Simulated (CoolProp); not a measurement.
n-nonane at several states: fugacity coefficient from the reference equation and from simpler models built on Tc = 321.4 °C, pc = 2.282 MPa, ω = 0.443; each cubic takes its own stable root.

Values from CoolProp's reference Helmholtz-energy equation of state, Lemmon 2006. It is a short technical equation, of lower accuracy than the large ones.

```tsv
T (°C)	p (MPa)	phase	reference
297.95	1.54	gas	0.7260
91.85	2.22	liquid	0.007944
-40.15	2.33	liquid	1.188e-6
```

Question: How far does each simpler model (van der Waals, Redlich-Kwong, Soave-Redlich-Kwong, Peng-Robinson) lie from the reference over these 3 states: mean and median of the absolute difference, and the worst?

Answer: 
- van der Waals: mean 172226.4 %, median 1367.8 %, worst +515304.0 % at -40.15 °C and 2.33 MPa
- Redlich-Kwong: mean 1372.1 %, median 284.8 %, worst +3828.5 % at -40.15 °C and 2.33 MPa
- Soave-Redlich-Kwong: mean 4.0 %, median 1.8 %, worst +8.7 % at -40.15 °C and 2.33 MPa
- Peng-Robinson: mean 14.8 %, median 2.9 %, worst +40.7 % at -40.15 °C and 2.33 MPa
